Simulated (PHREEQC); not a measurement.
Dissolve 0.018 mol/kgw NaNO3, 7.8e-05 mol/kgw Mn(NO3)2 and 0.046 mol/kgw NiSO4 at 10 °C. Closed to the air; pH follows from the charge balance.

The numbers come from PHREEQC with the ion-association model, wateq4f.dat.

Q: The ionic strength comes out as 0.134 mol/kgw. What activity coefficients do Ni(SO4)2-2, NO3-, Na+, SO4-2, Ni+2 get?

A: Ni(SO4)2-2 0.35, NO3- 0.73, Na+ 0.77, SO4-2 0.35, Ni+2 0.35.

This is a speciation only: nothing precipitates in the calculation. In wateq4f.dat the enthalpy of Ni(OH)2 has the wrong sign, so its saturation index can't be trusted away from 25 °C. Away from 25 °C the constants follow the database's enthalpies or fits; those with neither stay at their 25 °C values.
